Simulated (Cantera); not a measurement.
**Ignition delay**

Mixture: 3.90 % CH₄, 16.6 % O₂, 62.4 % N₂, 17.1 % H₂O, at 525 Torr, adiabatic and at constant volume. Ignition delay is the time to a rise of 400 K.

Cantera simulation using GRI-Mech 3.0 (53 species, 325 reactions); the numbers are that mechanism's predictions, not measurements.

```csv
T0 (K),delay (ms)
1023,844
1073,375
1123,174
1173,83.8
1223,41.6
1273,21.3
1323,11.3
1373,6.12
1423,3.43
1473,2.00
```

```
Item                                                     Value
--------------------------------------------------  ----------
apparent activation energy between 1373 and 1473 K  190 kJ/mol
```
